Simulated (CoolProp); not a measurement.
Vapour-liquid equilibrium of CHF3 (R23) (1) + CH2F2 (R32) (2) at -67.35 °C; x and y are mole fractions of (1).

The numbers come from the multi-fluid Helmholtz-energy mixture model, Penoncello 2003 and Tillner-Roth 1997; pair parameters Bell 2016 in CoolProp.

```csv
x,"bubble pressure, mixture model (bar)","bubble pressure, Raoult's law (bar)","y, mixture model","y, Raoult's law"
0.05,0.5154,0.5135,(withheld),0.215
0.125,0.6523,0.6473,0.423,0.427
0.2,0.7888,0.7811,0.561,0.566
0.275,(withheld),0.9150,0.657,0.664
0.35,1.060,1.049,0.729,0.737
0.425,1.193,1.183,0.785,0.794
0.5,1.326,1.317,0.830,0.839
0.575,(withheld),1.450,(withheld),0.876
0.65,(withheld),1.584,0.898,0.906
0.725,(withheld),1.718,0.924,0.932
0.8,1.852,1.852,0.948,0.954
0.875,(withheld),1.986,(withheld),0.973
0.95,2.118,2.120,0.988,0.990
```

Q: What belongs in the gaps?

A: 
- 0.05, y, mixture model: 0.214
- 0.275, bubble pressure, mixture model (bar): 0.9246
- 0.575, bubble pressure, mixture model (bar): 1.458
- 0.575, y, mixture model: 0.867
- 0.65, bubble pressure, mixture model (bar): 1.589
- 0.725, bubble pressure, mixture model (bar): 1.720
- 0.875, bubble pressure, mixture model (bar): 1.984
- 0.875, y, mixture model: 0.969

The largest gap from Raoult's law is +1.0 % in bubble pressure, at x = 0.275. No azeotrope shows between x = 0.05 and 0.95.

Pair parameters are fitted to limited data, so mixtures are less certain than the pure fluids.
